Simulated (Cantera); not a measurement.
Mixture: CH4 : H2 : O2 : N2 = 1 : 1.1 : 2.71 : 10.2 (molar parts), at 7500 Torr, adiabatic and at constant volume. Ignition delay is the time to a rise of 400 K.

Cantera simulation using GRI-Mech 3.0 (53 species, 325 reactions); the numbers are that mechanism's predictions, not measurements.

Question: What does this change do: 0.086 parts H2O added?

Answer: 
```
quantity                                                before       after
--------------------------------------------------  ----------  ----------
delay at 1125 K                                       0.679 ms    0.720 ms
delay at 1275 K                                        75.0 µs     77.6 µs
delay at 1425 K                                        24.2 µs     24.6 µs
delay at 1575 K                                        10.3 µs     10.4 µs
delay at 1725 K                                        5.02 µs     5.07 µs
apparent activation energy between 1650 and 1800 K  110 kJ/mol  110 kJ/mol
```

Question: What does this change do: 0.26 parts H2O added?

Answer: 
```
quantity                                                before       after
--------------------------------------------------  ----------  ----------
delay at 1125 K                                       0.679 ms    0.795 ms
delay at 1275 K                                        75.0 µs     82.8 µs
delay at 1425 K                                        24.2 µs     25.4 µs
delay at 1575 K                                        10.3 µs     10.7 µs
delay at 1725 K                                        5.02 µs     5.16 µs
apparent activation energy between 1650 and 1800 K  110 kJ/mol  110 kJ/mol
```
